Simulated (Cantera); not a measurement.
Input: 1 mol Pb, 16 mol H₂.

These are equilibrium values from Cantera (NASA tables, ideal gas, pure condensed phases), not measurements of a reactor. Candidate condensed phases: Pb; 4 gas species. Equilibrium is a limit: real reactors are often held back by kinetics, nucleation or transport.

Stable condensed phases, one row left out:

```
T in K \ P in Pa
              10      32     100     320    1000    3200   10000   32000  100000  320000 1000000
   1450        A       A       A       A       A       A       A       B       B       B       B
   1400        A       A       A       A       A       A       A       B       B       B       B
   1350        A       A       A       A       A       A       B       B       B       B       B
   1300        A       A       A       A       A       A       B       B       B       B       B
   1250        A       A       A       A       A       B       B       B       B       B       B
   1200        A       A       A       A       A       B       B       B       B       B       B
   1150        A       A       A       A       B       B       B       B       B       B       B
   1100        A       A       A       B       B       B       B       B       B       B       B
   1050        A       A       B       B       B       B       B       B       B       B       B
   1000        A       B       B       B       B       B       B       B       B       B       B
    900        B       B       B       B       B       B       B       B       B       B       B
    850        B       B       B       B       B       B       B       B       B       B       B
    800        B       B       B       B       B       B       B       B       B       B       B
```

A: gas only; B: Pb.

Q: Give the row for 950 K.

A: 10: Pb; 32: Pb; 100: Pb; 320: Pb; 1000: Pb; 3200: Pb; 10000: Pb; 32000: Pb; 100000: Pb; 320000: Pb; 1000000: Pb.
